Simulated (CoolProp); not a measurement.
A closed Brayton cycle with carbon dioxide: compressor inlet 322.15 K and 8.6 MPa, high pressure 17 MPa, turbine inlet 845 K, compressor efficiency 0.8, turbine efficiency 0.9, recuperator effectiveness 0.9 (on enthalpy, no pinch check). Each further row changes one setting.

The numbers come from the reference Helmholtz-energy equation of state, Span 1996 in CoolProp.

```
case                           thermal efficiency (%)  net work (kJ/kg)  compressor to turbine work  compressor exit (K)  turbine exit (K)
-----------------------------  ----------------------  ----------------  --------------------------  -------------------  ----------------
as stated                                        30.2              62.2                        0.34                375.9             761.5
turbine inlet 795 K                              28.8              56.0                        0.36                375.9             714.5
compressor inlet 332.15 K                        29.4              56.7                        0.40                391.7             761.5
high pressure 14.4 MPa                           27.4              48.8                        0.32                362.5             781.4
recuperator effectiveness 0.5                    16.1              62.2                        0.34                375.9             761.5
```
